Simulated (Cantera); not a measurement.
A closed system holds: 1 mol MgO, 0.11 mol H₂S, 0.4 mol O₂, at 11.0 mbar.

Method: chemical equilibrium by Gibbs-energy minimisation in Cantera with the NASA 1993 tables (ideal gas, pure condensed phases). Candidate condensed phases: H₂O, H₂SO₄, Mg, MgO, Mg(OH)₂, MgS, MgSO₄, S; 26 gas species. The numbers say what is thermodynamically allowed, not how fast it happens. All values below are at 1027 °C.

Base state: O₂ 0.516, H₂O 0.242, SO₂ 0.240, SO₃ 0.00221, OH 6.31e-5 (mole fractions); condensed: MgO(s).

What changes in the equilibrium state with this change: pressure from 11.0 mbar to 0.510 bar?


```json
[
 {"species": "O₂", "before": "0.516", "after": "0.513"},
 {"species": "H₂O", "before": "0.242", "after": "0.243"},
 {"species": "SO₂", "before": "0.240", "after": "0.229"},
 {"species": "SO₃", "before": "0.00221", "after": "0.0143"},
 {"species": "OH", "before": "6.31e-5", "after": "2.42e-5"},
 {"species": "MgO(s), mol", "before": "1.00", "after": "1.00"}
]
```
